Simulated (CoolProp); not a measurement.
Properties of carbon monoxide along the isobar 65.1 bar.

Computed with CoolProp (reference Helmholtz-energy equation of state, Lemmon 2006). It is a short technical equation, of lower accuracy than the large ones.

```tsv
T (K)	phase	cp (kJ/(kg K))	cv (kJ/(kg K))	speed of sound (m/s)	isothermal compressibility (1/MPa)	fugacity coefficient
82.8	liquid	2.086	1.147	910.2	0.002733	0.02352
100.7	liquid	2.149	1.044	748.9	0.005047	0.1021
118.6	liquid	2.390	0.9777	577.0	0.01158	0.2571
136.4	supercritical	3.277	0.9548	380.7	0.04732	0.4619
154.3	supercritical	3.756	0.9288	243.4	0.2546	0.6432
172.2	supercritical	2.021	0.8358	259.0	0.2035	0.7512
190	supercritical	1.596	0.8033	278.7	0.1809	0.8217
207.9	supercritical	1.414	0.7863	296.5	0.1698	0.8716
225.8	supercritical	1.315	0.7761	312.5	0.1634	0.9079
243.7	supercritical	1.253	0.7695	327.2	0.1594	0.9348
```

The peak of cp marks the crossing from liquid-like to gas-like fluid above the critical point.
